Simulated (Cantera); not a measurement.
Standard-state values (1 bar) from the NASA 1993 polynomials, evaluated with Cantera. Values are per mole of reaction as written; species without (g) are pure solids or liquids, kept so even where they would boil at 1 bar.

Task: Between 450 and 1950 K, where is each reaction favourable under standard conditions?
- 2 SiH3(g) + 9 C2H2(g) → 2 Si(CH3)4(g) + 10 C

Result: 
- 2 SiH3(g) + 9 C2H2(g) → 2 Si(CH3)4(g) + 10 C: ΔG° is -2385 kJ at 450 K and -129 kJ at 1950 K; it stays negative (K > 1). ΔH° is -3014 kJ and ΔS° -1479 J/K at 1950 K.
